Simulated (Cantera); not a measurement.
Input (Python, Cantera) and output of one run.

```python
import numpy as np
import cantera as ct

gas_names = """
    Fe FeO Fe(OH)2 H HO2 H2 H2O H2O2 O OH O2 O3
""".split()
cond_names = """
    Fe(a) Fe(c) Fe(d) Fe(L) FeO(s) FeO(L) Fe(OH)2(s) Fe(OH)3(s) Fe2O3(s) Fe3O4(s) H2O(s) H2O(L)
""".split()


# ... load() reads the species with a 1 bar reference pressure and builds the phases ...
atoms = {
    'Fe2O3': {'Fe': 2, 'O': 3},
    'H2': {'H': 2},
}
top_T = {'Fe2O3(s)': 1830, 'Fe3O4(s)': 1870}  # K; cautious upper limits of use, not melting points


# ... equilibrate(T, P, feed) seeds the gas with the atoms and calls Mixture.equilibrate('TP', solver="vcs", rtol=1e-11, max_steps=5000) ...
results = []
feed = {'Fe2O3': 1, 'H2': 94}  # mol
T = 1150  # K
P = 47  # Pa
mix = equilibrate(T, P, feed)
results.append((T, P, feed, dict(zip(mix.species_names, mix.species_moles))))
x = sorted(zip(gas.X, gas.species_names), reverse=True)
print(f"T = {T:g} K  P = {P:g} Pa  gas = {mix.phase_moles(0):.4g} mol")
print("   x: " + "  ".join(f"{s} {v:.3e}" for v, s in x if v > 1e-06))
print("   condensed (mol): " + ("  ".join(f"{mix.phase(i).name} {mix.phase_moles(i):.4g}"
      for i in range(1, mix.n_phases) if mix.phase_moles(i) > 1e-12) or "none"))
```

Result:

```
T = 1150 K  P = 47 Pa  gas = 94 mol
   x: H2 9.681e-01  H2O 3.191e-02  H 3.386e-06
   condensed (mol): Fe(a) 2
```

Cantera equilibrium calculation (NASA polynomials, part measured and part estimated; ideal gas, pure solids and liquids).
